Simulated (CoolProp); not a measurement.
The fluid at 298.15 K and 5.57 MPa (liquid) is heated at constant pressure to 459.6 K. The same conditions are run with several fluids, on thermodynamics alone (safety and materials aside).

Values from CoolProp's reference Helmholtz-energy equation of state of each fluid (ethanol: Schroeder 2014; hexamethyldisiloxane (MM): Thol 2016; sulfur dioxide: Gao 2016; c-C4F8 (RC318): Platzer 1990). The equations of Platzer and Polt are older, rougher fits.

### Question
Rank ethanol, hexamethyldisiloxane (MM), sulfur dioxide, c-C4F8 (RC318) by heat (kJ/kg), highest first.

### Answer
ethanol (523), sulfur dioxide (423), hexamethyldisiloxane (MM) (340), c-C4F8 (RC318) (217)

```csv
fluid,final phase,final density (kg/m³)
ethanol,liquid,600
hexamethyldisiloxane (MM),liquid,589
sulfur dioxide,gas,121
c-C4F8 (RC318),supercritical,474
```
